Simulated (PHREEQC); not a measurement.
Consider water at 78 °C with 0.61 mol/kgw KCl and 0.22 mol/kgw FeCl2. Closed to the air; pH follows from the charge balance.

All values are PHREEQC results (acid-base model without metal-ligand complexes, phreeqc.dat), not measurements.

| Property | Value |
|---|---|
| pH | 4.71 |
| ionic strength | 1.27 mol/kgw |
| activity of water | 0.968 |

```
species  molality  activity   log γ
-------  --------  --------  ------
Cl-          1.05     0.594  -0.247
K+          0.610     0.339  -0.256
Fe+2        0.220    0.0365  -0.780
H+        2.74e-5   1.96e-5  -0.145
FeOH+     2.73e-5   1.65e-5  -0.221
OH-       2.19e-8   1.16e-8  -0.275
```

This is a speciation only: nothing precipitates in the calculation. Ionic strength above about 0.7 mol/kgw puts this run outside the model's range. Constants without temperature data keep their 25 °C values here.
